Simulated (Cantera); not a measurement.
**(CH₃)₂SiCl₂ + H₂ (silicon carbide growth)**

Input: 1 mol (CH₃)₂SiCl₂, 6.3 mol H₂, equilibrated at 2.70 mbar.

These are equilibrium values from Cantera (NASA tables, ideal gas, pure condensed phases), not measurements of a reactor. Candidate condensed phases: C, C₆H₆, C₇H₈, C₈H₁₈, Si, SiC; 109 gas species. The feed counts by its element totals alone. The tables' values for SiCl, SiCl₃ are old estimates; treat these amounts as uncertain. Gases not in the tables: Si₂H₆ and higher silanes. Kinetics and transport are ignored.

```
T (°C)   x H₂     x H   x HCl     x Cl      x Si    x SiC₂  n C(graphite)  n SiC(s)
------  -----  ------  ------  -------  --------  --------  -------------  --------
1702    0.789  0.0234   0.177  0.00393  0.000598   2.20e-5           1.05     0.939
1752    0.780  0.0327   0.174  0.00540   0.00130   6.02e-5           1.06     0.924
1802    0.768  0.0449   0.169  0.00729   0.00270  0.000157           1.08     0.898
1852    0.752  0.0606   0.163  0.00964   0.00544  0.000389           1.11     0.854
1902    0.730  0.0802   0.156   0.0125    0.0106  0.000927           1.17     0.771
1952    0.699   0.104   0.146   0.0158    0.0201   0.00212           1.27     0.618
2002    0.656   0.132   0.135   0.0196    0.0369   0.00467           1.47     0.325
2052    0.607   0.165   0.124   0.0241    0.0548   0.00824           1.67         0
2102    0.568   0.205   0.118   0.0303    0.0560   0.00993           1.62         0
2152    0.525   0.250   0.109   0.0369    0.0558    0.0116           1.56         0
2202    0.480   0.300  0.0991   0.0439    0.0544    0.0131           1.49         0
2252    0.431   0.354  0.0878   0.0509    0.0521    0.0145           1.41         0
2302    0.381   0.411  0.0761   0.0577    0.0492    0.0157           1.32         0
```
x: gas mole fraction; n: condensed amount in mol.

From 1702 °C to 2002 °C the condensed part is C(graphite) + SiC(s). From 2052 °C to 2302 °C the condensed part is C(graphite). The main Si-bearing gas is SiCl₂ at 1702 °C and Si at 2302 °C.
